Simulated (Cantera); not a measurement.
Charge: 1 mol c-C₄F₈, a varied amount of H₂, equilibrated at 39.0 Pa.

Points: T (K) = 1825, 1875, 1925, 1975, 2025, 2075, 2125, 2175, 2225, 2275, 2325, 2375; n(H2) (mol) = 0.048, 0.075, 0.1, 0.13, 0.15, 0.18, 0.21.

Cantera's Mixture.equilibrate('TP', solver="vcs", rtol=1e-11, max_steps=5000) on the NASA tables stopped like this:

```
ERROR: FAILURE its = 5001!

*******************************************************************************
CanteraError thrown by MultiPhase::equilibrate:
VCS solver failed. Return code: -1
*******************************************************************************
```

Problem. What got this run through?

Solution. This is not unique; one that fits is The failure is numerical, not chemical. The same input converged with solver="gibbs", rtol=1e-10, max_steps=50000, and the result passed a check of the equilibrium conditions:
```
   1825      0.048  C(gr)
   1825      0.075  C(gr)
   1825        0.1  C(gr)
   1825       0.13  C(gr)
   1825       0.15  C(gr)
   1825       0.18  C(gr)
   1825       0.21  C(gr)
   1875      0.048  C(gr)
   1875      0.075  C(gr)
   1875        0.1  C(gr)
   1875       0.13  C(gr)
   1875       0.15  C(gr)
   1875       0.18  C(gr)
   1875       0.21  C(gr)
   1925      0.048  C(gr)
   1925      0.075  C(gr)
   1925        0.1  C(gr)
   1925       0.13  C(gr)
   1925       0.15  C(gr)
   1925       0.18  C(gr)
   1925       0.21  C(gr)
   1975      0.048  C(gr)
   1975      0.075  C(gr)
   1975        0.1  C(gr)
   1975       0.13  C(gr)
   1975       0.15  C(gr)
   1975       0.18  C(gr)
   1975       0.21  C(gr)
   2025      0.048  C(gr)
   2025      0.075  C(gr)
   2025        0.1  C(gr)
   2025       0.13  C(gr)
   2025       0.15  C(gr)
   2025       0.18  C(gr)
   2025       0.21  C(gr)
   2075      0.048  C(gr)
   2075      0.075  C(gr)
   2075        0.1  C(gr)
   2075       0.13  C(gr)
   2075       0.15  C(gr)
   2075       0.18  C(gr)
   2075       0.21  C(gr)
   2125      0.048  C(gr)
   2125      0.075  C(gr)
   2125        0.1  C(gr)
   2125       0.13  C(gr)
   2125       0.15  C(gr)
   2125       0.18  C(gr)
   2125       0.21  C(gr)
   2175      0.048  C(gr)
   2175      0.075  C(gr)
   2175        0.1  C(gr)
   2175       0.13  C(gr)
   2175       0.15  C(gr)
   2175       0.18  C(gr)
   2175       0.21  C(gr)
   2225      0.048  C(gr)
   2225      0.075  C(gr)
   2225        0.1  C(gr)
   2225       0.13  C(gr)
   2225       0.15  C(gr)
   2225       0.18  C(gr)
   2225       0.21  C(gr)
   2275      0.048  C(gr)
   2275      0.075  C(gr)
   2275        0.1  C(gr)
   2275       0.13  C(gr)
   2275       0.15  C(gr)
   2275       0.18  C(gr)
   2275       0.21  C(gr)
   2325      0.048  C(gr)
   2325      0.075  C(gr)
   2325        0.1  C(gr)
   2325       0.13  C(gr)
   2325       0.15  C(gr)
   2325       0.18  C(gr)
   2325       0.21  C(gr)
   2375      0.048  C(gr)
   2375      0.075  C(gr)
   2375        0.1  C(gr)
   2375       0.13  C(gr)
   2375       0.15  C(gr)
   2375       0.18  C(gr)
   2375       0.21  C(gr)
```

The gas is ideal and each condensed phase is pure. The feed counts by its element totals alone.
